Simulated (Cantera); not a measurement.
Charge: 1 mol Si2H6, 0.21 mol O2, equilibrated at 75.0 Torr.

Equilibrium computed with Cantera from the NASA thermochemical tables; the gas is ideal and each condensed phase is pure. Candidate condensed phases: H2O, Si, SiO2; 18 gas species. The feed counts by its element totals alone. Mutual solubility and eutectic melting of coexisting phases are not modelled. The tables hold silica as quartz up to 1696 K and as liquid above; real silica turns to tridymite and cristobalite and melts near 1996 K. Gases not in the tables: Si2H6 and higher silanes. Kinetics and transport are ignored.

**Question.** Which condensed phases are stable at each of these points (T (K)): 500, 700, 900, 1100, 1300, 1500, 1700, 1900, 2100?

**Answer.** 
```csv
T (K),condensed phases,Si condensed (%)
500,Si(s) + SiO2(α-quartz),100.0
700,Si(s) + SiO2(α-quartz),100.0
900,Si(s) + SiO2(β-quartz),100.0
1100,Si(s) + SiO2(β-quartz),100.0
1300,Si(s) + SiO2(β-quartz),100.0
1500,Si(s) + SiO2(β-quartz),99.2
1700,Si(l),79.0
1900,Si(l),79.0
2100,Si(l),78.7
```

From 500 K to 700 K the condensed part is Si(s) + SiO2(α-quartz). From 900 K to 1500 K the condensed part is Si(s) + SiO2(β-quartz). From 1700 K to 2100 K the condensed part is Si(l).
